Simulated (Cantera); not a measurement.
**Thermodynamics of carbothermic reduction, feed Cu₂O + CH₄ + H₂**

A closed system holds: 1 mol Cu₂O, 5.8 mol CH₄, 0.87 mol H₂, at 0.0100 bar.

Method: chemical equilibrium by Gibbs-energy minimisation in Cantera with the NASA 1993 tables (ideal gas, pure condensed phases). Candidate condensed phases: C, C₆H₆, C₇H₈, C₈H₁₈, Cu, CuO, Cu(OH)₂, Cu₂O, H₂O; 113 gas species. Equilibrium is a limit: real reactors are often held back by kinetics, nucleation or transport.

| T (K) | x H₂ | x CO | x Cu | x H | x CH₄ | x C₂H₂ (acetylene) | n C(graphite) | n Cu(s) | n Cu(l) |
|---|---|---|---|---|---|---|---|---|---|
| 1173 | 0.926 | 0.0742 | 5.71e-7 | 1.13e-6 | 0.000167 | 5.67e-8 | 4.80 | 2.00 | 0 |
| 1223 | 0.926 | 0.0742 | 2.29e-6 | 2.89e-6 | 0.000114 | 1.45e-7 | 4.80 | 2.00 | 0 |
| 1273 | 0.926 | 0.0742 | 8.24e-6 | 6.86e-6 | 8.05e-5 | 3.44e-7 | 4.80 | 2.00 | 0 |
| 1323 | 0.926 | 0.0742 | 2.68e-5 | 1.53e-5 | 5.82e-5 | 7.64e-7 | 4.80 | 2.00 | 0 |
| 1373 | 0.926 | 0.0742 | 7.90e-5 | 3.20e-5 | 4.31e-5 | 1.60e-6 | 4.80 | 0 | 2.00 |
| 1423 | 0.925 | 0.0742 | 0.000209 | 6.39e-5 | 3.26e-5 | 3.18e-6 | 4.80 | 0 | 2.00 |
| 1473 | 0.925 | 0.0742 | 0.000517 | 0.000122 | 2.51e-5 | 6.02e-6 | 4.80 | 0 | 1.99 |
| 1523 | 0.924 | 0.0741 | 0.00120 | 0.000222 | 1.97e-5 | 1.09e-5 | 4.80 | 0 | 1.98 |
| 1573 | 0.923 | 0.0740 | 0.00265 | 0.000391 | 1.56e-5 | 1.91e-5 | 4.80 | 0 | 1.96 |
| 1623 | 0.920 | 0.0738 | 0.00555 | 0.000663 | 1.25e-5 | 3.21e-5 | 4.80 | 0 | 1.92 |
| 1673 | 0.914 | 0.0734 | 0.0111 | 0.00109 | 1.01e-5 | 5.21e-5 | 4.80 | 0 | 1.85 |
| 1723 | 0.904 | 0.0726 | 0.0213 | 0.00173 | 8.23e-6 | 8.18e-5 | 4.80 | 0 | 1.71 |
x: gas mole fraction; n: condensed amount in mol.

From 1173 K to 1323 K the condensed part is C(graphite) + Cu(s). From 1373 K to 1723 K the condensed part is C(graphite) + Cu(l). The main Cu-bearing gas is Cu throughout.
